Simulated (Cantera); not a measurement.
# Abatement and gas-phase synthesis: HI + H2O + O2

Input: 1 mol HI, 9.7 mol H2O, 2.7 mol O2, at 752 °C and 2400000 Pa.

Equilibrium computed with Cantera from the NASA thermochemical tables; the gas is ideal and each condensed phase is pure. Candidate condensed phases: H2O, I2; 12 gas species. The numbers say what is thermodynamically allowed, not how fast it happens.

```yaml
x(H2O): 0.775
x(O2): 0.186
x(I2): 0.0366
x(I): 0.00272
x(HI): 8.22e-6
gas_amount: 13.17 mol
log10 activity of I2(l) (absent): -2.15
```
